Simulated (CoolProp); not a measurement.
The fluid at 378.28 K and 0.33 MPa is compressed adiabatically to 1.57 MPa with isentropic efficiency 0.8. The same conditions are run with several fluids, on thermodynamics alone (safety and materials aside).

Values from CoolProp's reference Helmholtz-energy equation of state of each fluid (c-C4F8 (RC318): Platzer 1990; dry air: Lemmon 2000; normal hydrogen: Leachman 2009; carbonyl sulfide: Lemmon 2006). The equations of Platzer and Polt are older, rougher fits. Blends and air are pseudo-pure fits.

```tsv
fluid	work (kJ/kg)	final temperature (K)	final phase	final density (kg/m³)
c-C4F8 (RC318)	29.0	418.2	gas	108
dry air	267	636.1	gas	8.55
normal hydrogen	3840	642.2	supercritical	0.590
carbonyl sulfide	115	529.5	gas	22.0
```
